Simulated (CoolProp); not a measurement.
Properties of C3F8 (R218) along the isobar 802 kPa (Tc = 345.0 K, pc = 2640 kPa, ω = 0.317).

Model: reference Helmholtz-energy equation of state, Lemmon 2006, in CoolProp. It is a short technical equation, of lower accuracy than the large ones.

| T (K) | phase | cp (kJ/(kg K)) | Joule-Thomson coefficient (K/MPa) | isothermal compressibility (1/MPa) | Prandtl number |
|---|---|---|---|---|---|
| 217.8 | liquid | 0.9341 | -0.3344 | 0.002178 | 8.48 |
| 238 | liquid | 0.9765 | -0.2684 | 0.003038 | 6.79 |
| 258.2 | liquid | 1.025 | -0.1733 | 0.004475 | 5.67 |
| 278.4 | liquid | 1.087 | -0.01884 | 0.007221 | 4.89 |
| 298.6 | gas | 0.9394 | 18.39 | 1.681 | 0.890 |
| 318.8 | gas | 0.9054 | 13.03 | 1.515 | 0.832 |
| 339 | gas | 0.9056 | 9.987 | 1.434 | 0.801 |
| 359.2 | gas | 0.9173 | 8.018 | 1.386 | 0.779 |
| 379.4 | gas | 0.9336 | 6.639 | 1.354 | 0.761 |
| 399.6 | gas | 0.9516 | 5.623 | 1.331 | 0.746 |
| 419.8 | gas | 0.9701 | 4.844 | 1.314 | 0.732 |
| 440 | gas | 0.9883 | 4.230 | 1.301 | 0.719 |

Viscosity comes from a separate model (Huber 2003), an estimate that may be off by 10 % or more. Thermal conductivity comes from a separate model (Huber 2003), an estimate that may be off by 10 % or more.
